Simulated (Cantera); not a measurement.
Charge: 1 mol CsCl, 27 mol H₂, 48 mol N₂, at 700 K and 1.30 Pa.

Equilibrium computed with Cantera from the NASA thermochemical tables; the gas is ideal and each condensed phase is pure. Candidate condensed phases: Cs, CsCl, NH₄Cl; 16 gas species. Kinetics and transport are ignored.

Base state: N₂ 0.637, H₂ 0.358, CsCl 0.00394, Cs₂Cl₂ 0.00122 (mole fractions); condensed: CsCl(s).

Question: What changes in the equilibrium state with this change: temperature from 700 K to 873.15 K?

Answer: 
| species | before | after |
|---|---|---|
| N₂ | 0.637 | 0.632 |
| H₂ | 0.358 | 0.355 |
| CsCl | 0.00394 | 0.0131 |
| Cs₂Cl₂ | 0.00122 | 3.36e-5 |
| CsCl(s), mol | 0.520 | 0 |
